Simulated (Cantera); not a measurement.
An adiabatic, constant-pressure homogeneous reactor starts with CH4 : CO : O2 : N2 = 1 : 0.065 : 3.76 : 14.2 (molar parts), at 1475 K and 0.276 atm. Integrator tolerance rtol = 1e-08.

Model: GRI-Mech 3.0 (53 species, 325 reactions), integrated in Cantera.

```tsv
quantity	before	after
time of steepest temperature rise	3.37 ms	12.1 ms
temperature at 0.400 s	2403 K	2333 K
equilibrium temperature	2403 K	2333 K
x(CH4) at 0.400 s	<1e-12 (gas-phase equilibrium <1e-12)	<1e-12 (gas-phase equilibrium <1e-12)
x(CO) at 0.400 s	0.00689 (gas-phase equilibrium 0.00689)	0.00475 (gas-phase equilibrium 0.00474)
x(O2) at 0.400 s	0.0838 (gas-phase equilibrium 0.0838)	0.0847 (gas-phase equilibrium 0.0846)
x(HCN) at 0.400 s	3.98e-12 (gas-phase equilibrium 3.98e-12)	1.56e-12 (gas-phase equilibrium 1.57e-12)
x(NO) at 0.400 s	0.0118 (gas-phase equilibrium 0.0118)	0.0101 (gas-phase equilibrium 0.0103)
```

Task: Which change was made?
A) initial temperature 1475 to 1650 K
B) pressure from 0.276 atm to 3.26 atm
C) initial temperature 1475 to 1350 K
D) constant volume in place of constant pressure

Result: C, initial temperature 1475 to 1350 K
